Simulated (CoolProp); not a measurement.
Vapour-liquid equilibrium of R125 (1) + R152A (2) at 226.9 K; x and y are mole fractions of (1).

The numbers come from the multi-fluid Helmholtz-energy mixture model, Lemmon 2005 and Outcalt 1996; pair parameters Bell 2016 in CoolProp.

Question: Give the bubble pressure and the first vapour's composition at x = 0.2, 0.275, 0.725. Is there an azeotrope?

Answer: x = 0.2: 49.11 kPa, y = 0.438; x = 0.275: 54.34 kPa, y = 0.536; x = 0.725: 87.59 kPa, y = 0.891. No azeotrope shows between x = 0.05 and 0.95.

The pair parameters rest on a limited set of measurements; away from them the model extrapolates. The gap from Raoult's law changes sign with composition, which may be real or a fault of the pair parameters; it wasn't checked against measurements.
